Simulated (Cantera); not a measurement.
Input: 1 mol Cu, 0.072 mol H2O, a varied amount of H2, held at 1.33 mbar.

Equilibrium computed with Cantera from the NASA thermochemical tables; the gas is ideal and each condensed phase is pure. Candidate condensed phases: Cu, CuO, Cu(OH)2, Cu2O, H2O; 12 gas species. Equilibrium is a limit: real reactors are often held back by kinetics, nucleation or transport.

Stable condensed phases, one row left out:

```
T in K \ n(H2) in mol
           4 5.3   7 9.3  12  16  22  29  38  50  67  89 120
   1850    A   A   A   A   A   A   A   A   A   A   A   A   A
   1800    A   A   A   A   A   A   A   A   A   A   A   A   A
   1750    A   A   A   A   A   A   A   A   A   A   A   A   A
   1700    B   B   B   A   A   A   A   A   A   A   A   A   A
   1650    B   B   B   B   B   A   A   A   A   A   A   A   A
   1600    B   B   B   B   B   B   B   B   A   A   A   A   A
   1550    B   B   B   B   B   B   B   B   B   B   B   A   A
   1450    B   B   B   B   B   B   B   B   B   B   B   B   B
   1400    B   B   B   B   B   B   B   B   B   B   B   B   B
   1350    B   B   B   B   B   B   B   B   B   B   B   B   B
   1300    B   B   B   B   B   B   B   B   B   B   B   B   B
   1250    B   B   B   B   B   B   B   B   B   B   B   B   B
```

A: gas only; B: Cu.

Problem. Give the row for 1500 K.

Solution. 4: Cu; 5.3: Cu; 7: Cu; 9.3: Cu; 12: Cu; 16: Cu; 22: Cu; 29: Cu; 38: Cu; 50: Cu; 67: Cu; 89: Cu; 120: Cu.
